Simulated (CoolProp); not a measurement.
A single-stage vapour-compression cycle with R507A: evaporating at 283.15 K (dew point), condensing at 322.15 K (bubble point), superheat 0 K, subcooling 2 K, compressor efficiency 0.7, no pressure losses. Each further row changes one setting.

The numbers come from the reference Helmholtz-energy equation of state, Lemmon 2003 in CoolProp. It is a pseudo-pure fit of the blend.

| case | cooling COP | pressure ratio | discharge temperature (K) | refrigerating effect (kJ/kg) | volumetric capacity (kJ/m³) |
|---|---|---|---|---|---|
| as stated | 3.54 | 2.73 | 332.8 | 95.0 | 4180 |
| evaporating temperature 288.15 K | ? | 2.37 | 331.5 | 97.1 | 4970 |
| condensing temperature 317.15 K | 4.34 | 2.43 | 326.6 | 104 | ? |
| subcooling 7 K | 3.88 | 2.73 | 332.8 | 104 | ? |
| superheat 10 K | ? | 2.73 | 342.2 | ? | 4330 |
| compressor efficiency 0.6 | ? | 2.73 | 336.0 | 95.0 | 4180 |

Q: Complete the blanks.

A: 
- evaporating temperature 288.15 K, cooling COP: 4.27
- condensing temperature 317.15 K, volumetric capacity (kJ/m³): 4560
- subcooling 7 K, volumetric capacity (kJ/m³): 4570
- superheat 10 K, cooling COP: 3.63
- superheat 10 K, refrigerating effect (kJ/kg): 105
- compressor efficiency 0.6, cooling COP: 3.04
